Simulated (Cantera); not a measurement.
**Hydrocarbon pyrolysis for carbon deposition**

A perfectly stirred reactor is fed with C2H6 : H2 = 1 : 28 (molar parts), at 1.00 bar; it is held at 1775 K, and followed from long to short residence time.

Detailed kinetics in Cantera: GRI-Mech 3.0 (53 species, 325 reactions). GRI-Mech 3.0 stops at C3 and has no aromatics, soot or wall deposition, so with more carbon than oxygen in the feed, carbon stays in small species such as C2H2 where larger ones or solid carbon would form.

```json
[
 {"τ (s)": "2.9", "x C2H6": "1.26e-6", "x H2": "0.961", "x C2H4": "0.000699", "x CH3": "6.88e-5", "x CH4": "0.0114", "x C2H2": "0.0262"},
 {"τ (s)": "1.2", "x C2H6": "1.61e-6", "x H2": "0.961", "x C2H4": "0.000690", "x CH3": "7.45e-5", "x CH4": "0.0123", "x C2H2": "0.0258"},
 {"τ (s)": "0.48", "x C2H6": "2.49e-6", "x H2": "0.960", "x C2H4": "0.000674", "x CH3": "8.63e-5", "x CH4": "0.0142", "x C2H2": "0.0249"},
 {"τ (s)": "0.20", "x C2H6": "4.44e-6", "x H2": "0.958", "x C2H4": "0.000651", "x CH3": "0.000106", "x CH4": "0.0171", "x C2H2": "0.0236"},
 {"τ (s)": "0.079", "x C2H6": "9.14e-6", "x H2": "0.956", "x C2H4": "0.000631", "x CH3": "0.000136", "x CH4": "0.0212", "x C2H2": "0.0217"},
 {"τ (s)": "0.032", "x C2H6": "1.93e-5", "x H2": "0.954", "x C2H4": "0.000643", "x CH3": "0.000173", "x CH4": "0.0253", "x C2H2": "0.0197"},
 {"τ (s)": "0.013", "x C2H6": "4.08e-5", "x H2": "0.952", "x C2H4": "0.000732", "x CH3": "0.000218", "x CH4": "0.0281", "x C2H2": "0.0182"},
 {"τ (s)": "0.0053", "x C2H6": "8.49e-5", "x H2": "0.951", "x C2H4": "0.000955", "x CH3": "0.000275", "x CH4": "0.0294", "x C2H2": "0.0174"},
 {"τ (s)": "0.0021", "x C2H6": "0.000177", "x H2": "0.951", "x C2H4": "0.00141", "x CH3": "0.000356", "x CH4": "0.0297", "x C2H2": "0.0167"},
 {"τ (s)": "0.00087", "x C2H6": "0.000350", "x H2": "0.951", "x C2H4": "0.00214", "x CH3": "0.000466", "x CH4": "0.0299", "x C2H2": "0.0156"}
]
```
x: mole fraction; the columns are a selection and need not sum to one.
